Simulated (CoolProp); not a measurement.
Vapour-liquid equilibrium of ethane (1) + C2F6 (R116) (2) at 1.22 MPa; x and y are mole fractions of (1).

Values from CoolProp's multi-fluid Helmholtz-energy mixture model, Bücker 2006 and Lemmon 2006; pair parameters Bell 2016.

Question: Give the bubble temperature and the first vapour's composition at x = 0.15, 0.35, 0.75. Is there an azeotrope?

Answer: x = 0.15: -22.7 °C, y = 0.278; x = 0.35: -29.1 °C, y = 0.500; x = 0.75: -31.7 °C, y = 0.709. y crosses x between x = 0.65 and 0.75: the model has an azeotrope there.

The pair parameters rest on a limited set of measurements; away from them the model extrapolates.
